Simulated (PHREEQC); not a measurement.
2.4 g of hydrous ferric oxide (600 m²/g; 0.2 weak and 0.005 strong sites per Fe, Dzombak-Morel constants, diffuse double layer) in 1 kg of water with 0.1 mol/kgw of an inert sodium salt and 5.8e-05 mol/kgw MnCl2, at 25 °C; the pH is set by adding NaOH or the inert anion's acid. The system is closed to oxygen. The system is closed to CO2. No solid was allowed to form.

All values are PHREEQC results (ion-association model, wateq4f.dat), not measurements.

**Question.** Predict Mn sorbed (%) at pH = 3, 5, 7, 10.33.

**Answer.** 
| pH | Mn sorbed (%) |
|---|---|
| 3 | 0.0 |
| 5 | 0.7 |
| 7 | 93.0 |
| 10.33 | 100.0 |

Complexes and solids missing from the database can't appear. The oxide is taken as insoluble; below pH 4 it would dissolve.
